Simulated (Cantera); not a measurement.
## Thermodynamics of iron carbonyl, mercury and lead vapours, feed Pb + O2 + N2

A closed system holds: 1 mol Pb, 0.024 mol O2, 1.9 mol N2, equilibrated at 7800 Pa.

Equilibrium computed with Cantera from the NASA thermochemical tables; the gas is ideal and each condensed phase is pure. Candidate condensed phases: Pb, PbO, PbO2, Pb3O4; 12 gas species. Each liquid is taken as pure. Mutual solubility and eutectic melting of coexisting phases are not modelled. Gases not in the tables: (PbO)n polymers. Rates play no part.

At 325 °C the condensed part is Pb(s) + PbO(red). At 475 °C the condensed part is Pb(l) + PbO(red). From 625 °C to 775 °C the condensed part is Pb(l) + PbO(yellow). From 925 °C to 1075 °C the condensed part is Pb(l) + PbO(l). At 1225 °C the condensed part is Pb(l).

| T (°C) | x N2 | x Pb | x PbO | x Pb2 | n Pb(s) | n PbO(red) | n Pb(l) | n PbO(yellow) | n PbO(l) |
|---|---|---|---|---|---|---|---|---|---|
| 325 | 1.00 | 5.81e-11 | <1e-12 | <1e-12 | 0.952 | 0.0480 | 0 | 0 | 0 |
| 475 | 1.00 | 1.12e-7 | 4.76e-11 | <1e-12 | 0 | 0.0480 | 0.952 | 0 | 0 |
| 625 | 1.000 | 1.66e-5 | 8.81e-8 | 9.49e-12 | 0 | 0 | 0.952 | 0.0480 | 0 |
| 775 | 0.999 | 0.000573 | 1.79e-5 | 3.57e-9 | 0 | 0 | 0.951 | 0.0480 | 0 |
| 925 | 0.991 | 0.00800 | 0.000839 | 2.92e-7 | 0 | 0 | 0.937 | 0 | 0.0464 |
| 1075 | 0.926 | 0.0612 | 0.0129 | 8.68e-6 | 0 | 0 | 0.826 | 0 | 0.0216 |
| 1225 | 0.674 | 0.309 | 0.0170 | 0.000128 | 0 | 0 | 0.0809 | 0 | 0 |
x: gas mole fraction; n: condensed amount in mol.
